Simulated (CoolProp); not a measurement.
A closed Brayton cycle with carbon dioxide: compressor inlet 320.15 K and 9.9 MPa, high pressure 33.1 MPa, turbine inlet 725 K, compressor efficiency 0.8, turbine efficiency 0.93, recuperator effectiveness 0.95 (on enthalpy, no pinch check). Each further row changes one setting.

Computed with CoolProp (reference Helmholtz-energy equation of state, Span 1996).

```tsv
case	thermal efficiency (%)	net work (kJ/kg)	compressor to turbine work	compressor exit (K)	turbine exit (K)
as stated	33.2	86.3	0.37	390.1	586.9
turbine inlet 675 K	30.3	74.0	0.41	390.1	542.1
compressor inlet 330.15 K	30.1	71.7	(withheld)	(withheld)	586.9
high pressure 28.1 MPa	33.0	79.1	(withheld)	379.9	605.0
recuperator effectiveness 0.5	23.6	86.3	0.37	390.1	586.9
```

Task: Fill in the missing entries.

Result: 
- compressor inlet 330.15 K, compressor to turbine work: 0.48
- compressor inlet 330.15 K, compressor exit (K): 424.8
- high pressure 28.1 MPa, compressor to turbine work: 0.35
